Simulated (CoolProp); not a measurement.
Model: reference Helmholtz-energy equation of state, Leachman 2009, in CoolProp.

Problem. For normal hydrogen, give the phase and the cv (kJ/(kg K)), viscosity (µPa s) at 24.5 K and 953 kPa.

Solution. 
- 24.5 K and 953 kPa: liquid; cv 5.93, viscosity 10.5

Viscosity comes from a separate model (Muzny 2013).
